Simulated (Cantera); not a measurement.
Charge: 1 mol MgO, a varied amount of Cl2, held at 477 °C and 0.133 bar.

Method: chemical equilibrium by Gibbs-energy minimisation in Cantera with the NASA 1993 tables (ideal gas, pure condensed phases). Candidate condensed phases: Mg, MgCl2, MgO; 11 gas species. Kinetics and transport are ignored.

**Question.** Which condensed phases are stable at each of these points (n(Cl2) (mol)): 3.6, 4.4, 5.3, 6.4, 7.8, 9.4, 11, 14, 17, 20, 24, 30?

**Answer.** 
```tsv
n(Cl2) (mol)	condensed phases	Mg condensed (%)
3.6	MgCl2(s) + MgO(s)	100.0
4.4	MgCl2(s) + MgO(s)	100.0
5.3	MgCl2(s)	100.0
6.4	MgCl2(s)	100.0
7.8	MgCl2(s)	100.0
9.4	MgCl2(s)	100.0
11	MgCl2(s)	100.0
14	MgCl2(s)	100.0
17	MgCl2(s)	100.0
20	MgCl2(s)	100.0
24	MgCl2(s)	100.0
30	MgCl2(s)	100.0
```

From 3.6 mol Cl2 to 4.4 mol Cl2 the condensed part is MgCl2(s) + MgO(s). From 5.3 mol Cl2 to 30 mol Cl2 the condensed part is MgCl2(s).
